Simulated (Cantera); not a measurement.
A Cantera script and what it prints.

```python
import numpy as np
import cantera as ct

gas_names = [...]  # 123 gases of nasa_gas.yaml made of C, H, O, Si
cond_names = """
    C(gr) C6H6(L) C7H8(L) C8H18(L),n-octa H2O(s) H2O(L) Si(cr) Si(L) SiC(b) SiO2(Lqz) SiO2(hqz) SiO2(L)
""".split()


# ... load() reads the species with a 1 bar reference pressure and builds the phases ...
atoms = {
    'TEOS': {'Si': 1, 'C': 8, 'H': 20, 'O': 4},
    'H2O': {'H': 2, 'O': 1},
}
top_T = {'C(gr)': 4500, 'SiC(b)': 3050}  # K; cautious upper limits of use, not melting points


# ... equilibrate(T, P, feed) seeds the gas with the atoms and calls Mixture.equilibrate('TP', solver="vcs", rtol=1e-11, max_steps=5000) ...
results = []
feed = {'TEOS': 1, 'H2O': 5}  # mol
P = 19  # Pa
for T in [550, 650, 750, 850, 950, 1050, 1150, 1250, 1350, 1450, 1550, 1650, 1750]:
    mix = equilibrate(T, P, feed)
    results.append((T, P, feed, dict(zip(mix.species_names, mix.species_moles))))

top = {s: max(r[3][s] / sum(r[3][g] for g in gas_names) for r in results) for s in gas_names}
cols = sorted((s for s in top if top[s] > 0.0001), key=lambda s: -top[s])[:5]
seen = [c for c in cond_names if any(r[3].get(c, 0) > 1e-12 for r in results)]
print("log10 of partial pressures in bar; condensed amounts in mol")
print(f"{'T/K':>10s}" + "".join(f"{s[:9]:>10s}" for s in cols + seen))
for T, P, feed, n in results:
    ng = sum(n[g] for g in gas_names)
    print(f"{T:10.4g}" + "".join(f"{np.log10(max(n[s] / ng * P / 1e5, 1e-99)):10.3f}" for s in cols)
          + "".join(f"{n.get(c, 0):10.4g}" for c in seen))
```

It prints:

```
log10 of partial pressures in bar; condensed amounts in mol
       T/K        H2        CO       H2O       CO2       SiO     C(gr)    SiC(b) SiO2(Lqz) SiO2(hqz)
       550    -3.907    -5.901    -4.434    -4.667   -41.673     5.472         0         1         0
       650    -3.855    -4.653    -5.101    -4.707   -32.728     3.728         0         1         0
       750    -3.884    -4.244    -6.170    -5.743   -25.684     1.277         0         1         0
       850    -3.888    -4.220    -7.259    -7.106   -20.028     1.014         0         0         1
       950    -3.888    -4.219    -8.136    -8.214   -15.566     1.001         0         0         1
      1050    -3.888    -4.219    -8.847    -9.107   -11.963         1         0         0         1
      1150    -3.888    -4.219    -9.435    -9.841    -8.997    0.9999         0         0    0.9999
      1250    -3.901    -4.192    -9.613   -10.098    -6.843         0    0.3276         0    0.6552
      1350    -3.914    -4.196    -9.426   -10.000    -5.355         0     0.152         0     0.304
      1450    -3.926    -4.198    -9.778   -10.427    -5.102         0 5.608e-07         0         0
      1550    -3.926    -4.199    -9.457   -10.176    -5.102         0         0         0         0
      1650    -3.928    -4.199    -9.148    -9.926    -5.103         0         0         0         0
      1750    -3.933    -4.201    -8.875    -9.702    -5.104         0         0         0         0
```

Cantera equilibrium calculation (NASA polynomials, part measured and part estimated; ideal gas, pure solids and liquids). The feed counts by its element totals alone. Mutual solubility and eutectic melting of coexisting phases are not modelled. The tables hold silica as quartz up to 1696 K and as liquid above; real silica turns to tridymite and cristobalite and melts near 1996 K.
